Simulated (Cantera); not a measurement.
Feed: 1 mol Si3N4, a varied amount of NF3, 1.1 mol H2, equilibrated at 627 °C and 2.10 Pa.

These are equilibrium values from Cantera (NASA tables, ideal gas, pure condensed phases), not measurements of a reactor. Candidate condensed phases: Si, Si3N4; 37 gas species. Equilibrium is a limit: real reactors are often held back by kinetics, nucleation or transport.

### Question
Which condensed phases are stable at each of these points (n(NF3) (mol)): 0.53, 1.6, 2.7, 3.9, 5, 6.1, 7.2, 8.3, 9.4, 10, 12?

### Answer
| n(NF3) (mol) | condensed phases | Si condensed (%) |
|---|---|---|
| 0.53 | Si3N4(s) | 86.8 |
| 1.6 | Si3N4(s) | 60.0 |
| 2.7 | Si3N4(s) | 32.5 |
| 3.9 | Si3N4(s) | 2.5 |
| 5 | gas only | 0.0 |
| 6.1 | gas only | 0.0 |
| 7.2 | gas only | 0.0 |
| 8.3 | gas only | 0.0 |
| 9.4 | gas only | 0.0 |
| 10 | gas only | 0.0 |
| 12 | gas only | 0.0 |

From 0.53 mol NF3 to 3.9 mol NF3 the condensed part is Si3N4(s). From 5 mol NF3 to 12 mol NF3 nothing is condensed.
